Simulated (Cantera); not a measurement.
## Iron carbonyl, mercury and lead vapours: Pb + CO + H₂ + O₂

Charge: 1 mol Pb, 0.17 mol CO, 24 mol H₂, 0.061 mol O₂, at 4.00 bar.

Cantera equilibrium calculation (NASA polynomials, part measured and part estimated; ideal gas, pure solids and liquids). Candidate condensed phases: C, C₆H₆, C₇H₈, C₈H₁₈, H₂O, Pb, PbO, PbO₂, Pb₃O₄; 113 gas species. Rates play no part.

From 600 °C to 1250 °C the condensed part is Pb(l). The main Pb-bearing gas is Pb throughout.

```json
[
 {"T (°C)": "600", "log p H₂": "0.59", "log p H₂O": "-1.31", "log p Pb": "-6.20", "log p CH₄": "-1.54", "n Pb(l)": "1.000"},
 {"T (°C)": "650", "log p H₂": "0.59", "log p H₂O": "-1.31", "log p Pb": "-5.60", "log p CH₄": "-1.55", "n Pb(l)": "1.000"},
 {"T (°C)": "700", "log p H₂": "0.59", "log p H₂O": "-1.31", "log p Pb": "-5.06", "log p CH₄": "-1.55", "n Pb(l)": "1.000"},
 {"T (°C)": "750", "log p H₂": "0.59", "log p H₂O": "-1.32", "log p Pb": "-4.57", "log p CH₄": "-1.56", "n Pb(l)": "1.000"},
 {"T (°C)": "800", "log p H₂": "0.59", "log p H₂O": "-1.34", "log p Pb": "-4.14", "log p CH₄": "-1.60", "n Pb(l)": "1.000"},
 {"T (°C)": "850", "log p H₂": "0.59", "log p H₂O": "-1.38", "log p Pb": "-3.74", "log p CH₄": "-1.68", "n Pb(l)": "0.999"},
 {"T (°C)": "900", "log p H₂": "0.60", "log p H₂O": "-1.45", "log p Pb": "-3.37", "log p CH₄": "-1.81", "n Pb(l)": "0.997"},
 {"T (°C)": "950", "log p H₂": "0.60", "log p H₂O": "-1.52", "log p Pb": "-3.04", "log p CH₄": "-2.00", "n Pb(l)": "0.995"},
 {"T (°C)": "1000", "log p H₂": "0.60", "log p H₂O": "-1.58", "log p Pb": "-2.74", "log p CH₄": "-2.23", "n Pb(l)": "0.989"},
 {"T (°C)": "1050", "log p H₂": "0.60", "log p H₂O": "-1.63", "log p Pb": "-2.45", "log p CH₄": "-2.49", "n Pb(l)": "0.979"},
 {"T (°C)": "1100", "log p H₂": "0.60", "log p H₂O": "-1.66", "log p Pb": "-2.19", "log p CH₄": "-2.76", "n Pb(l)": "0.961"},
 {"T (°C)": "1150", "log p H₂": "0.60", "log p H₂O": "-1.68", "log p Pb": "-1.95", "log p CH₄": "-3.03", "n Pb(l)": "0.932"},
 {"T (°C)": "1200", "log p H₂": "0.59", "log p H₂O": "-1.69", "log p Pb": "-1.73", "log p CH₄": "-3.30", "n Pb(l)": "0.886"},
 {"T (°C)": "1250", "log p H₂": "0.59", "log p H₂O": "-1.69", "log p Pb": "-1.51", "log p CH₄": "-3.56", "n Pb(l)": "0.814"}
]
```
log p: log10 of the partial pressure in bar; n: condensed amount in mol.
